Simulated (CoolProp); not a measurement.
Vapour-liquid equilibrium of diethyl ether (1) + benzene (2) at 358.2 K; x and y are mole fractions of (1).

Computed with CoolProp (multi-fluid Helmholtz-energy mixture model, Thol 2014 and Thol 2012; pair parameters Bell 2016).

```
x     bubble pressure (kPa)  y at the bubble point  dew pressure at overall composition x (kPa)  liquid density (mol/L)
----  ---------------------  ---------------------  -------------------------------------------  ----------------------
0.05                  134.1                  0.160                                        122.5                   10.25
0.2                   182.8                  0.470                                        138.9                   9.992
0.35                  231.8                  0.653                                        160.3                   9.728
0.5                   281.7                  0.775                                        189.3                   9.461
0.65                  332.6                      ?                                            ?                   9.189
0.8                   385.0                      ?                                        294.6                   8.909
0.95                  439.1                  0.984                                        403.1                   8.618
```

Q: Complete the blanks.

A: 
- 0.65, y at the bubble point: 0.863
- 0.65, dew pressure at overall composition x (kPa): 230.8
- 0.8, y at the bubble point: 0.931

No azeotrope shows between x = 0.05 and 0.95.

The pair parameters rest on a limited set of measurements; away from them the model extrapolates.
